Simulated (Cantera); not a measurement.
A perfectly stirred reactor is fed with CH₄ : H₂O : H₂ = 1 : 0.94 : 0.78 (molar parts), at 0.987 atm; it is held at 1973 K, and followed from long to short residence time.

Detailed kinetics in Cantera: GRI-Mech 3.0 (53 species, 325 reactions).

Q: What does this change do: temperature 1973 to 1700 K?

A: 
```
quantity                 before    after
---------------------  --------  -------
x(CH₄) at τ = 1.60 s    0.00469   0.0339
x(H₂O) at τ = 1.60 s     0.0222    0.122
x(H₂) at τ = 1.60 s       0.772    0.683
x(C₂H) at τ = 1.60 s    4.15e-7  5.11e-8
x(HO₂) at τ = 1.60 s     <1e-12   <1e-12
x(CH₄) at τ = 67.0 ms    0.0190    0.114
x(H₂O) at τ = 67.0 ms     0.103    0.261
x(H₂) at τ = 67.0 ms      0.705    0.526
x(C₂H) at τ = 67.0 ms   1.38e-6  7.89e-8
x(HO₂) at τ = 67.0 ms  1.39e-12   <1e-12
```

Q: What does this change do: pressure from 0.987 atm to 0.286 atm?

A: 
| quantity | before | after |
|---|---|---|
| x(CH₄) at τ = 1.60 s | 0.00469 | 0.00467 |
| x(H₂O) at τ = 1.60 s | 0.0222 | 0.0285 |
| x(H₂) at τ = 1.60 s | 0.772 | 0.767 |
| x(C₂H) at τ = 1.60 s | 4.15e-7 | 9.24e-7 |
| x(HO₂) at τ = 1.60 s | <1e-12 | <1e-12 |
| x(CH₄) at τ = 67.0 ms | 0.0190 | 0.0202 |
| x(H₂O) at τ = 67.0 ms | 0.103 | 0.125 |
| x(H₂) at τ = 67.0 ms | 0.705 | 0.688 |
| x(C₂H) at τ = 67.0 ms | 1.38e-6 | 2.93e-6 |
| x(HO₂) at τ = 67.0 ms | 1.39e-12 | 3.35e-12 |
